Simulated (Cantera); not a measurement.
Charge: 1 mol CsCl, 140 mol N2, held at 0.150 bar.

Method: chemical equilibrium by Gibbs-energy minimisation in Cantera with the NASA 1993 tables (ideal gas, pure condensed phases). Candidate condensed phases: Cs, CsCl; 8 gas species. Kinetics and transport are ignored.

Problem. At 1100 K, list the 3 most abundant gas species with their mole fractions, and the condensed phases.

Solution. N2 0.993, CsCl 0.00596, Cs2Cl2 0.000566. Condensed: gas only.
